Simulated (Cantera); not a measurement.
SiHCl3 + C2H4 + H2 + HF (silicon carbide growth)

Feed: 1 mol SiHCl3, 0.095 mol C2H4, 81 mol H2, 0.029 mol HF, equilibrated at 1330 Pa.

Cantera equilibrium calculation (NASA polynomials, part measured and part estimated; ideal gas, pure solids and liquids). Candidate condensed phases: C, C6H6, C7H8, C8H18, Si, SiC; 143 gas species. Mutual solubility and eutectic melting of coexisting phases are not modelled. The tables' values for SiCl3, SiF2, SiF3 are old estimates; treat these amounts as uncertain. Equilibrium is a limit: real reactors are often held back by kinetics, nucleation or transport.

```json
[
 {"T (K)": "1050", "x H2": "0.975", "x HCl": "0.0206", "x SiCl2": "0.000813", "x SiCl4": "0.00235", "x SiHCl3": "0.00115", "n Si(s)": "0.412", "n SiC(s)": "0.190"},
 {"T (K)": "1100", "x H2": "0.971", "x HCl": "0.0253", "x SiCl2": "0.00134", "x SiCl4": "0.00124", "x SiHCl3": "0.000703", "n Si(s)": "0.497", "n SiC(s)": "0.190"},
 {"T (K)": "1150", "x H2": "0.969", "x HCl": "0.0283", "x SiCl2": "0.00182", "x SiCl4": "0.000520", "x SiHCl3": "0.000361", "n Si(s)": "0.551", "n SiC(s)": "0.190"},
 {"T (K)": "1200", "x H2": "0.967", "x HCl": "0.0298", "x SiCl2": "0.00217", "x SiCl4": "0.000188", "x SiHCl3": "0.000166", "n Si(s)": "0.574", "n SiC(s)": "0.190"},
 {"T (K)": "1250", "x H2": "0.967", "x HCl": "0.0303", "x SiCl2": "0.00239", "x SiCl4": "6.59e-5", "x SiHCl3": "7.48e-5", "n Si(s)": "0.580", "n SiC(s)": "0.190"},
 {"T (K)": "1300", "x H2": "0.967", "x HCl": "0.0304", "x SiCl2": "0.00255", "x SiCl4": "2.38e-5", "x SiHCl3": "3.45e-5", "n Si(s)": "0.578", "n SiC(s)": "0.190"},
 {"T (K)": "1350", "x H2": "0.967", "x HCl": "0.0304", "x SiCl2": "0.00268", "x SiCl4": "9.12e-6", "x SiHCl3": "1.66e-5", "n Si(s)": "0.574", "n SiC(s)": "0.190"},
 {"T (K)": "1400", "x H2": "0.967", "x HCl": "0.0303", "x SiCl2": "0.00280", "x SiCl4": "3.71e-6", "x SiHCl3": "8.38e-6", "n Si(s)": "0.568", "n SiC(s)": "0.190"},
 {"T (K)": "1450", "x H2": "0.967", "x HCl": "0.0301", "x SiCl2": "0.00290", "x SiCl4": "1.60e-6", "x SiHCl3": "4.43e-6", "n Si(s)": "0.562", "n SiC(s)": "0.190"},
 {"T (K)": "1500", "x H2": "0.967", "x HCl": "0.0300", "x SiCl2": "0.00299", "x SiCl4": "7.29e-7", "x SiHCl3": "2.44e-6", "n Si(s)": "0.556", "n SiC(s)": "0.190"},
 {"T (K)": "1550", "x H2": "0.966", "x HCl": "0.0298", "x SiCl2": "0.00307", "x SiCl4": "3.50e-7", "x SiHCl3": "1.39e-6", "n Si(s)": "0.550", "n SiC(s)": "0.190"}
]
```
x: gas mole fraction; n: condensed amount in mol.

From 1050 K to 1550 K the condensed part is Si(s) + SiC(s). The main Si-bearing gas is SiCl4 at 1050 K and SiCl2 at 1550 K. The share of Si in condensed phases is highest at 1250 K (77.0 %) and lowest at 1050 K (60.2 %).
